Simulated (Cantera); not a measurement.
Ignition delay

Mixture: CH₄ : C₂H₆ : C₃H₈ : O₂ : N₂ = 1 : 0.15 : 0.73 : 13.7 : 51.6 (molar parts), at 7.99 atm, adiabatic and at constant pressure. Ignition delay is the time to a rise of 400 K.

Cantera simulation using GRI-Mech 3.0 (53 species, 325 reactions); the numbers are that mechanism's predictions, not measurements. GRI-Mech 3.0 was tuned for natural gas; its chemistry of propane as a main component is partial and can be far from experiment.

```csv
T0 (K),delay (ms)
1323,0.195
1373,0.102
1423,0.0569
1473,0.0335
1523,0.0208
1573,0.0136
1623,0.00929
1673,0.00663
```

```yaml
apparent activation energy between 1573 and 1673 K: 160 kJ/mol
```
